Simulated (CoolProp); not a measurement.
Saturation properties of C2F6 (R116) (Tc = 293.0 K, pc = 30.48 bar, ω = 0.257).

Computed with CoolProp (reference Helmholtz-energy equation of state, Lemmon 2006). It is a short technical equation, of lower accuracy than the large ones.

| T (K) | p (bar) | vapour density (kg/m³) | liquid viscosity (µPa s) |
|---|---|---|---|
| 206.1 | 1.769 | 15.27 | 347 |
| 212.4 | … | 20.09 | … |
| 218.7 | … | 26.04 | 280 |
| 225 | 3.981 | 33.31 | 252 |
| 231.3 | 5.052 | 42.14 | 227 |
| 237.7 | 6.345 | 53.01 | 205 |
| 244 | … | 65.97 | 184 |
| 250.3 | 9.591 | 81.68 | … |
| 256.6 | … | 100.8 | 147 |
| 262.9 | 13.93 | … | 130 |
| 269.2 | 16.59 | 154.1 | 114 |

Question: Fill in the missing entries.

Answer: 
- 212.4, p (bar): 2.360
- 212.4, liquid viscosity (µPa s): 311
- 218.7, p (bar): 3.091
- 244, p (bar): 7.844
- 250.3, liquid viscosity (µPa s): 165
- 256.6, p (bar): 11.61
- 262.9, vapour density (kg/m³): 124.4

It boils at 195.1 K under 1 atm.

Viscosity comes from a separate model (Huber 2003), an estimate that may be off by 10 % or more.
